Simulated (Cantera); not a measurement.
A jet of 1.64 % CH4, 12.0 % O2, 86.3 % N2, equivalence ratio 0.27 at 300 K and 44.3 Torr hits a platinum plate 3.9 cm away at a mass flux of 0.16 kg/m²/s; the plate temperature is set and raised in steps from an oxygen-covered start.

Model: Deutschmann's 1995 Pt surface mechanism with GRI-Mech 3.0 gas chemistry, integrated in Cantera. Catalytic surfaces can have several steady states; this one follows from the mechanism file's or the stated starting coverage.

One state of this run: wall x CH4 = 0.00987; wall x O2 = 0.106; wall x H2O = 0.0121; wall x OH = 1.79e-7; wall x CO = 7.35e-6; wall x CO2 = 0.00795; θ free Pt = 0.359; θ O* = 0.640. x: mole fraction at the wall; θ: surface coverage.

Question: Which value of plate T (K) does it belong to?
A) 1000
B) 1100
C) 1150
D) 1050

Answer: A, 1000
